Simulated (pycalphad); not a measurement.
An equivalent pycalphad script:

```python
from pycalphad import Database, equilibrium, calculate, variables as v
import numpy as np
db = Database('COST507.tdb')
comps = ['SI', 'CU', 'VA']
phases = ['BCC_A2', 'CU19SI6_ETA', 'CU33SI7_DELTA', 'CU4SI_EPSILON', 'CU56SI11_GAMMA', 'DIAMOND_A4', 'FCC_A1', 'HCP_A3', 'LIQUID']
eq = equilibrium(db, comps, phases, {v.X('CU'): 0.0052, v.T: np.arange(1850, 499, -50), v.P: 101325, v.N: 1}, output=['HM', 'SM'])
```

CALPHAD calculation (pycalphad, COST 507 light-alloy database (1999)), 1 atm. The data set is of 1999 and partly superseded. Amounts are mole fractions of atoms. Diffusion is slow at the low end, where real alloys seldom reach equilibrium.

Results at three of the temperatures:

```
T = 1500.00 K, P = 101325 Pa, N = 1 mol of atoms
G = -57230 J/mol, H = 31282 J/mol, S = 59.01 J/(mol K)  (SER reference)
chemical potentials (J/mol): Si -56966, Cu -107696
phase             fraction      x(Si)      x(Cu)
DIAMOND_A4          0.9822     1.0000       none
LIQUID              0.0178     0.7086     0.2914
```

```
T = 1150.00 K, P = 101325 Pa, N = 1 mol of atoms
G = -37909 J/mol, H = 21055 J/mol, S = 51.27 J/(mol K)  (SER reference)
chemical potentials (J/mol): Si -37765, Cu -65402
phase             fraction      x(Si)      x(Cu)
DIAMOND_A4          0.9921     1.0000       none
LIQUID              0.0079     0.3441     0.6559
```

```
T = 700.00 K, P = 101325 Pa, N = 1 mol of atoms
G = -17558 J/mol, H = 9287 J/mol, S = 38.35 J/(mol K)  (SER reference)
chemical potentials (J/mol): Si -17484, Cu -31821
phase             fraction      x(Si)      x(Cu)
DIAMOND_A4          0.9932     1.0000       none
CU19SI6_ETA         0.0068     0.2400     0.7600
```

Changes of the phase set, refined by bisection:

```
T (K)          phases above              phases below
------  -------------------  ------------------------
1684.5               LIQUID       DIAMOND_A4 + LIQUID
1073.7  DIAMOND_A4 + LIQUID  CU19SI6_ETA + DIAMOND_A4
```

Database names, with the compositions (at.%) that they take in these runs: CU19SI6_ETA: Cu 76 Si 24. DIAMOND_A4 is diamond (Si). An entry "none" or "no" means that the model of the phase leaves that element out. The hcp model here describes the intermediate κ phase of Cu-Si.
